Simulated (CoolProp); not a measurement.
A single-stage vapour-compression cycle with the fluid: evaporating at 201.15 K (dew point), condensing at 225.15 K (bubble point), superheat 10 K, subcooling 5 K, compressor efficiency 0.9, no pressure losses. The same conditions are run with several fluids, on thermodynamics alone (safety and materials aside).

Computed with CoolProp (reference Helmholtz-energy equation of state of each fluid (propylene: Lemmon 2013; R13: Platzer 1990; R125: Lemmon 2005; hydrogen chloride: Thol 2018; R22: Kamei 1995; nitrous oxide: Lemmon 2006)). The equations of Platzer and Polt are older, rougher fits.

| fluid | cooling COP | pressure ratio | discharge temperature (K) | refrigerating effect (kJ/kg) | volumetric capacity (kJ/m³) |
|---|---|---|---|---|---|
| propylene | ? | 3.48 | 260.5 | 436 | 303 |
| R13 | 6.87 | ? | 250.5 | 133 | ? |
| R125 | 7.04 | ? | 247.1 | 162 | ? |
| hydrogen chloride | 6.53 | 2.83 | 290.6 | ? | 1760 |
| R22 | ? | 3.97 | ? | 237 | 212 |
| nitrous oxide | 6.62 | 2.83 | 275.8 | 330 | 2130 |

What belongs in the gaps?


- propylene, cooling COP: 6.96
- R13, pressure ratio: 2.77
- R13, volumetric capacity (kJ/m³): 1350
- R125, pressure ratio: 3.84
- R125, volumetric capacity (kJ/m³): 298
- hydrogen chloride, refrigerating effect (kJ/kg): 406
- R22, cooling COP: 6.84
- R22, discharge temperature (K): 272.0
